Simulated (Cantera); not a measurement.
Feed: 1 mol Si, 0.84 mol NF3, 2.2 mol HCl, at 7.10e-5 bar.

These are equilibrium values from Cantera (NASA tables, ideal gas, pure condensed phases), not measurements of a reactor. Candidate condensed phases: NH4Cl, Si, Si3N4; 49 gas species. The numbers say what is thermodynamically allowed, not how fast it happens.

Over these rows the condensed part is Si3N4(s). Partial pressures as log10 of bar:

| T (K) | 1000/T (1/K) | log p SiCl2 | log p HCl | log p SiF4 | log p H2 | log p N2 |
|---|---|---|---|---|---|---|
| 873 | 1.1455 | -9.76 | -4.54 | -4.81 | -4.91 | -5.08 |
| 923 | 1.0834 | -8.85 | -4.53 | -4.82 | -4.93 | -5.09 |
| 973 | 1.0277 | -8.03 | -4.51 | -4.82 | -4.94 | -5.10 |
| 1023 | 0.9775 | -7.30 | -4.51 | -4.82 | -4.96 | -5.10 |
| 1073 | 0.9320 | ? | -4.50 | -4.82 | -4.97 | -5.10 |
| 1123 | 0.8905 | -6.07 | -4.50 | -4.83 | -4.98 | -5.09 |

Problem. Fit log p(SiCl2) = a + b·(1000/T) to the five rows, give the apparent enthalpy, and predict the row at 1073 K.

Solution. Means: 1000/T = 1.0249, log p = -8.002. Sxy = -0.554637, Sxx = 0.0382846, so b = -14.49 and a = -8.002 − (-14.49)×1.0249 = 6.85.
Apparent enthalpy: −19.145 × (-14.49) = 277 kJ/mol. With the condensed phases at unit activity, 1/3 Si3N4(s) + 2 HCl(g) = SiCl2(g) + H2(g) + 2/3 N2(g) links this pressure to the main gases: over the six rows their terms move log p by +0.16 in all, so the slope is close to that reaction's ΔH°. The five rows lie within 0.02 of the line.
Prediction at 1073 K: 6.85 + (-14.49)×0.9320 = -6.65. The computed value is -6.65, 0.00 from the line.
